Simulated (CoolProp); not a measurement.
A closed Brayton cycle with nitrogen: compressor inlet 311.15 K and 2.8 MPa, high pressure 5.44 MPa, turbine inlet 965 K, compressor efficiency 0.8, turbine efficiency 0.85, recuperator effectiveness 0 (on enthalpy, no pinch check). Each further row changes one setting.

Computed with CoolProp (reference Helmholtz-energy equation of state, Span 2000).

```
case                           thermal efficiency (%)  net work (kJ/kg)  compressor to turbine work  compressor exit (K)  turbine exit (K)
-----------------------------  ----------------------  ----------------  --------------------------  -------------------  ----------------
as stated                                        10.3              65.7                        0.56                392.9             835.3
turbine inlet 915 K                              10.0              57.8                        0.60                392.9             790.9
compressor inlet 321.15 K                        10.1              62.8                        0.58                405.4             835.3
high pressure 4.62 MPa                            8.1              53.4                        0.54                371.3             865.5
recuperator effectiveness 0.5                    16.6              65.7                        0.56                392.9             835.3
```
